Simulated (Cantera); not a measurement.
Feed: 1 mol C3H6, 0.06 mol H2O, 0.25 mol N2, 0.25 mol CO2, held at 37.0 bar.

These are equilibrium values from Cantera (NASA tables, ideal gas, pure condensed phases), not measurements of a reactor. Candidate condensed phases: C, C6H6, C7H8, C8H18, H2O; 136 gas species. The ideal-gas law is rough above about 30 bar. Kinetics and transport are ignored. All values below are at 2075 K.

Base state: H2 0.777, CO 0.146, N2 0.0628, CH4 0.00783, HCN 0.00433, C2H2 (acetylene) 0.000964, H 0.000386, H2O 0.000368 (mole fractions); condensed: C(graphite).

Question: What changes in the equilibrium state with this change: C3H6 replaced by CO?

Answer: 
```
species             before    after
----------------  --------  -------
CO                   0.146    0.625
CO2                1.42e-5    0.176
N2                  0.0628    0.160
H2                   0.777   0.0162
H2O               0.000368   0.0222
CH4                0.00783  5.05e-9
C2H2 (acetylene)  0.000964    <1e-9
C(graphite), mol      2.63        0
```

Question: What changes in the equilibrium state with this change: pressure from 37.0 bar to 0.0150 bar?

Answer: 
| species | before | after |
|---|---|---|
| H2 | 0.777 | 0.770 |
| CO | 0.146 | 0.143 |
| N2 | 0.0628 | 0.0617 |
| H | 0.000386 | 0.0191 |
| CH4 | 0.00783 | 3.12e-6 |
| CO2 | 1.42e-5 | 5.58e-9 |
| H2O | 0.000368 | 1.46e-7 |
| CH3CN | 1.76e-5 | 6.96e-9 |
| NH3 | 0.000113 | 4.49e-8 |
| C(graphite), mol | 2.63 | 2.66 |
